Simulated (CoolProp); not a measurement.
Properties of ethane at several states.

Computed with CoolProp (reference Helmholtz-energy equation of state, Bücker 2006).

```json
[
 {"T (°C)": "233.65", "p (kPa)": "28.9", "phase": "gas", "conductivity (mW/(m K))": "55.0", "Prandtl number": "[?]"},
 {"T (°C)": "342.25", "p (kPa)": "18.5", "phase": "gas", "conductivity (mW/(m K))": "76.4", "Prandtl number": "0.690"},
 {"T (°C)": "134.95", "p (kPa)": "55", "phase": "gas", "conductivity (mW/(m K))": "37.3", "Prandtl number": "[?]"},
 {"T (°C)": "-8.95", "p (kPa)": "309", "phase": "gas", "conductivity (mW/(m K))": "17.2", "Prandtl number": "0.816"},
 {"T (°C)": "-166.35", "p (kPa)": "29.1", "phase": "liquid", "conductivity (mW/(m K))": "242", "Prandtl number": "[?]"},
 {"T (°C)": "43.65", "p (kPa)": "16.6", "phase": "gas", "conductivity (mW/(m K))": "[?]", "Prandtl number": "0.771"}
]
```

Question: Some entries are withheld; supply them.

Answer: 
- 233.65, Prandtl number: 0.711
- 134.95, Prandtl number: 0.737
- -166.35, Prandtl number: 6.55
- 43.65, conductivity (mW/(m K)): 23.4

Viscosity comes from a separate model (Friend 1991). Thermal conductivity comes from a separate model (Friend 1991).
